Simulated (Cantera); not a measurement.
Input: 1 mol SiCl₄, 1.8 mol Cl₂, 1.5 mol H₂, 0.82 mol HCl, at 675 °C and 101000 Pa.

These are equilibrium values from Cantera (NASA tables, ideal gas, pure condensed phases), not measurements of a reactor. Candidate condensed phases: Si; 19 gas species. Equilibrium is a limit: real reactors are often held back by kinetics, nucleation or transport.

**Question.** What is the equilibrium state?

**Answer.** 
| Quantity | Result |
|---|---|
| x(HCl) | 0.746 |
| x(SiCl₄) | 0.195 |
| x(Cl₂) | 0.0586 |
| x(Cl) | 4.11e-5 |
| gas amount | 5.120 mol |
| log10 activity of Si(s) (absent) | -27.87 |
